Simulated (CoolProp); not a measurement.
The fluid at 293.15 K and 0.504 MPa is throttled through a valve to 0.0167 MPa with no heat exchange. The same conditions are run with several fluids, on thermodynamics alone (safety and materials aside).

Model: reference Helmholtz-energy equation of state of each fluid (chlorine: Thol 2021; R1132(E): Akasaka 2024; nitrous oxide: Lemmon 2006; R410A: Lemmon 2003; propylene: Lemmon 2013), in CoolProp. Blends and air are pseudo-pure fits.

Task: Rank chlorine, R1132(E), nitrous oxide, R410A, propylene by temperature change (K), highest first.

Result: nitrous oxide (-5.7), R1132(E) (-8.7), propylene (-9.5), R410A (-11.2), chlorine (-16.3)

```
fluid          final density (kg/m³)
-------------  ---------------------
chlorine                       0.516
R1132(E)                       0.453
nitrous oxide                  0.308
R410A                          0.518
propylene                      0.299
```
